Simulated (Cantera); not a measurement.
A perfectly stirred reactor is fed with CH₄ : O₂ : N₂ = 0.011 : 0.012 : 1 (molar parts), at 1.00 bar; it is held at 1273 K, and followed from long to short residence time.

Computed with Cantera and GRI-Mech 3.0 (53 species, 325 reactions).

```tsv
quantity	before	after
x(CH₄) at τ = 0.420 s	0.00263	0.0144
x(O₂) at τ = 0.420 s	0.00258	0.00685
x(HCN) at τ = 0.420 s	9.41e-9	3.97e-9
x(N₂O) at τ = 0.420 s	9.22e-9	1.08e-8
x(CH₂CO) at τ = 0.420 s	3.14e-5	0.000140
x(CH₄) at τ = 61.0 ms	0.0107	0.0218
x(O₂) at τ = 61.0 ms	0.0117	0.0214
x(HCN) at τ = 61.0 ms	<1e-12	9.66e-10
x(N₂O) at τ = 61.0 ms	1.59e-10	1.80e-8
x(CH₂CO) at τ = 61.0 ms	6.14e-9	0.000316
```

Q: What was changed between the two runs?
(A) temperature 1273 to 975 K
(B) N2 1 to 0.14 parts
(C) pressure from 1.00 bar to 4.20 bar
(D) temperature 1273 to 950 K

A: B, N2 1 to 0.14 parts
